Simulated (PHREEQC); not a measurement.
A solution holds 0.0013 mol/kgw KHCO3 and 0.0059 mol/kgw K2HPO4, at 70 °C. Closed to the air; pH follows from the charge balance.

Model: ion-association model, phreeqc.dat, run in PHREEQC.

Q: The ionic strength comes out as 0.0188 mol/kgw. What activity coefficients do OH-, PO4-3, CO3-2, HPO4-2, HCO3- get?

A: OH- 0.86, PO4-3 0.26, CO3-2 0.57, HPO4-2 0.56, HCO3- 0.87.

This is a speciation only: nothing precipitates in the calculation. Away from 25 °C the constants follow the database's enthalpies or fits; those with neither stay at their 25 °C values.
